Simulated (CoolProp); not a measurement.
Vapour-liquid equilibrium of n-butane (1) + n-decane (2) at 362.3 K; x and y are mole fractions of (1).

Model: multi-fluid Helmholtz-energy mixture model, Bücker 2006 and Lemmon 2006; pair parameters Kunz 2012, in CoolProp.

### Question
Give the bubble pressure and the first vapour's composition at x = 0.275, 0.65, 0.875. Is there an azeotrope?

### Answer
x = 0.275: 317.5 kPa, y = 0.982; x = 0.65: 744.7 kPa, y = 0.995; x = 0.875: 1036 kPa, y = 0.998. No azeotrope shows between x = 0.05 and 0.95.

The pair parameters rest on a limited set of measurements; away from them the model extrapolates.
